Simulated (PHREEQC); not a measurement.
1.4 g of hydrous ferric oxide (600 m²/g; 0.2 weak and 0.005 strong sites per Fe, Dzombak-Morel constants, diffuse double layer) in 1 kg of water with 0.1 mol/kgw of an inert sodium salt and 4.4e-06 mol PbCl2, at 25 °C; the pH is set by adding NaOH or the inert anion's acid. Oxygen is held at 0.21 atm. No CO2 enters from the air. Precipitation was switched off in this run.

The numbers come from PHREEQC with the ion-association model, wateq4f.dat.

```
pH    Pb sorbed (%)  surface charge σ (C/m²)  surface potential ψ (mV)
----  -------------  -----------------------  ------------------------
4              84.7                    0.321                       146
4.38           96.6                    0.286                       140
4.75           99.3                    0.245                       133
5.12           99.8                    0.201                       123
5.5           100.0                    0.159                       111
5.88          100.0                    0.122                        98
6.25          100.0                    0.092                        84
6.62          100.0                    0.066                        69
7             100.0                    0.045                        53
7.38          100.0                    0.027                        35
7.75          100.0                    0.013                        18
8.12          100.0                    0.000                         0
8.5           100.0                   -0.014                       -19
8.88          100.0                   -0.029                       -37
9.25          100.0                   -0.046                       -54
9.62          100.0                   -0.067                       -70
10            100.0                   -0.094                       -85
```
